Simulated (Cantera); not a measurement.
Feed: 1 mol SiH₂Cl₂, 16 mol NH₃, 1.2 mol H₂, equilibrated at 1573 K and 0.120 Torr.

These are equilibrium values from Cantera (NASA tables, ideal gas, pure condensed phases), not measurements of a reactor. Candidate condensed phases: NH₄Cl, Si, Si₃N₄; 28 gas species. The tables' values for SiCl are old estimates; treat these amounts as uncertain. Equilibrium is a limit: real reactors are often held back by kinetics, nucleation or transport.

Base state: H₂ 0.721, N₂ 0.227, HCl 0.0408, SiCl₂ 0.00783, H 0.00273, Si 0.000344, Cl 0.000123, SiCl 8.43e-5 (mole fractions); condensed: Si(s).

Task: What changes in the equilibrium state with this change: NH₃ from 16 to 3.8 mol?

Result: 
| species | before | after |
|---|---|---|
| H₂ | 0.721 | 0.681 |
| N₂ | 0.227 | 0.176 |
| HCl | 0.0408 | 0.0948 |
| SiCl₂ | 0.00783 | 0.0446 |
| SiCl₃ | 7.58e-6 | 0.000103 |
| SiCl | 8.43e-5 | 0.000201 |
| Cl | 0.000123 | 0.000293 |
| H | 0.00273 | 0.00265 |
| Si | 0.000344 | 0.000344 |
| Si(s), mol | 0.708 | 0.510 |
The tables' values for SiCl, SiCl₃ are old estimates; treat these amounts as uncertain.
